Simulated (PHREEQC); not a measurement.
Solution A (0.14 mol HF, 0.01 mol H2SiF6, 0.00028 mol HBF4 and 0.0031 mol H2SO4 per kg of water) is mixed with solution B (0.0052 mol NH4Br per kg of water) at 20 °C; shares are by mass of water, 1 kg in all. O2 is buffered at 0.21 atm. The system is closed to CO2. Solids allowed: SiO2(a). Others were left out.

Computed with PHREEQC (ion-association model, wateq4f.dat).

Q: Predict pH, HSO4- (mol/kgw), SO4-2 (mol/kgw) at share of solution B = 0.5, 0.6, 0.8.

A: 
```
share of solution B    pH  HSO4- (mol/kgw)  SO4-2 (mol/kgw)
-------------------  ----  ---------------  ---------------
0.5                  1.85         0.000684         0.000850
0.6                  1.92         0.000501         0.000723
0.8                  2.15         0.000184         0.000422
```

wateq4f.dat counts part of the HF as a dimer, H2F2, which phreeqc.dat doesn't know; its constant is uncertain. SiF6-2 is the database's only silicon fluoride. Real BF4- forms and hydrolyses slowly; the run takes it at equilibrium.
